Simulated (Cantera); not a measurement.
An adiabatic, constant-pressure homogeneous reactor starts with CH₄ : O₂ : N₂ = 1 : 5.26 : 19.8 (molar parts), equivalence ratio 0.38, at 1650 K and 9750 Torr. Integrator tolerance rtol = 1e-08.

Computed with Cantera and GRI-Mech 3.0 (53 species, 325 reactions). The pressure lies above the range GRI-Mech 3.0 was tuned for (to about 10 atm).

```
quantity                                                              before                                      after
---------------------------------  -----------------------------------------  -----------------------------------------
time of steepest temperature rise                                    33.4 µs                                    65.9 µs
temperature at 2.00 s                                                 2395 K                                     2480 K
equilibrium temperature                                               2395 K                                     2480 K
x(CH₄) at 2.00 s                       <1e-12 (gas-phase equilibrium <1e-12)      <1e-12 (gas-phase equilibrium <1e-12)
x(O₂) at 2.00 s                          0.117 (gas-phase equilibrium 0.117)      0.0260 (gas-phase equilibrium 0.0260)
x(HCO) at 2.00 s                   8.71e-11 (gas-phase equilibrium 8.71e-11)  7.76e-10 (gas-phase equilibrium 7.76e-10)
x(CH₂O) at 2.00 s                      <1e-12 (gas-phase equilibrium <1e-12)  9.16e-12 (gas-phase equilibrium 9.16e-12)
x(CH₂) at 2.00 s                       <1e-12 (gas-phase equilibrium <1e-12)      <1e-12 (gas-phase equilibrium <1e-12)
x(O) at 2.00 s                     0.000807 (gas-phase equilibrium 0.000807)  0.000589 (gas-phase equilibrium 0.000589)
x(CH₂CO) at 2.00 s                     <1e-12 (gas-phase equilibrium <1e-12)      <1e-12 (gas-phase equilibrium <1e-12)
```

Problem. Which change was made?
A. pressure from 9750 Torr to 495 Torr
B. constant volume in place of constant pressure
C. O2 5.26 to 2.7 parts
D. initial temperature 1650 to 1573 K

Solution. C, O2 5.26 to 2.7 parts
